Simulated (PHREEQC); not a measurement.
Consider water at 30 °C with 0.072 mol Pb(NO3)2, 0.0013 mol MgSO4, 0.04 mol H2SO4 and 0.00028 mol NaCl per kg of water. Closed to the air; pH follows from the charge balance.

Computed with PHREEQC (ion-association model, wateq4f.dat).

| quantity | before | after |
|---|---|---|
| pH | 1.30 | 1.02 |
| ionic strength (mol/kgw) | 0.207 | 0.129 |
| NO3- (mol/kgw) | 0.124 | 0.0720 |
| HSO4- (mol/kgw) | 0.0174 | 0.0338 |
| SO4-2 (mol/kgw) | 0.00816 | 0.00723 |
| NaSO4- (mol/kgw) | 3.33e-6 | 3.48e-6 |
| SI of Mirabilite (Na2SO4:10H2O) | -9.15 | -9.09 |

### Question
What was changed between the two runs?
A) Pb(NO3)2 from 0.072 to 0.0072 mol/kgw
B) temperature from 30 to 25 °C
C) Pb(NO3)2 replaced by HNO3 at the same molality
D) NaCl replaced by NaOH at the same molality
E) MgSO4 replaced by Na2SO4 at the same molality

### Answer
C, Pb(NO3)2 replaced by HNO3 at the same molality

No solid was allowed to form. Some of these states are supersaturated (in Anglesite, for instance).
